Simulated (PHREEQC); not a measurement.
Model water analysis in mmol/kgw, 20 °C, pH 6.41, pe 1.2:

```csv
constituent,mmol/kgw
Na,13.4
K,9.8
Ca,3.39
Mg,12.7
Cl,39.8
S(6),1.99
Alkalinity (meq/kgw),15.3
B,0.237
Li,0.0147
```

Valence states are taken as typed.

Computed with PHREEQC (ion-association model, phreeqc.dat).

This is a speciation only: nothing precipitates in the calculation.

Task: Predict the ionic strength, charge-balance error.

Result: ionic strength 0.0703 mol/kgw; charge-balance error -3.4 %.

Task: In which forms is C present?

Result: HCO3- 55 %, CO2 41 %, MgHCO3+ 3.2 %, CaHCO3+ 0.8 % of the C.
